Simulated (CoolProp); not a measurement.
Vapour-liquid equilibrium of carbon dioxide (1) + CH2F2 (R32) (2) at 252.1 K; x and y are mole fractions of (1).

The numbers come from the multi-fluid Helmholtz-energy mixture model, Span 1996 and Tillner-Roth 1997; pair parameters Bell 2016 in CoolProp.

### Question
Give the bubble pressure and the first vapour's composition at x = 0.05, 0.275, 0.575. Is there an azeotrope?

### Answer
x = 0.05: 4.644 bar, y = 0.187; x = 0.275: 8.044 bar, y = 0.614; x = 0.575: 12.53 bar, y = 0.836. No azeotrope shows between x = 0.05 and 0.95.

Pair parameters are fitted to limited data, so mixtures are less certain than the pure fluids.
